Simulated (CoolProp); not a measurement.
The numbers come from the reference Helmholtz-energy equation of state, Lemmon 2016 in CoolProp.

Task: For R115, give the phase and the cp (kJ/(kg K)) at 226.85 °C and 0.0281 MPa; 226.85 °C and 0.101 MPa; 226.85 °C and 2.48 MPa.

Result: 
- 226.85 °C and 0.0281 MPa: gas; cp 0.924
- 226.85 °C and 0.101 MPa: gas; cp 0.925
- 226.85 °C and 2.48 MPa: gas; cp 0.962
